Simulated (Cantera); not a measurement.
Feed: 1 mol FeS₂, 1700 mol H₂, 21 mol N₂, equilibrated at 0.133 bar.

Cantera equilibrium calculation (NASA polynomials, part measured and part estimated; ideal gas, pure solids and liquids). Candidate condensed phases: Fe, FeS, FeS₂, S; 16 gas species. Equilibrium is a limit: real reactors are often held back by kinetics, nucleation or transport.

**Question.** Which condensed phases are stable at each of these points (T (°C)): 1077, 1127, 1177, 1227, 1277, 1327, 1377, 1427, 1477?

**Answer.** 
```tsv
T (°C)	condensed phases	Fe condensed (%)
1077	Fe(γ)	100.0
1127	Fe(γ)	100.0
1177	Fe(γ)	99.9
1227	Fe(γ)	99.8
1277	Fe(γ)	99.5
1327	Fe(γ)	98.6
1377	Fe(γ)	96.5
1427	Fe(δ)	91.9
1477	Fe(δ)	82.0
```

From 1077 °C to 1377 °C the condensed part is Fe(γ). From 1427 °C to 1477 °C the condensed part is Fe(δ).
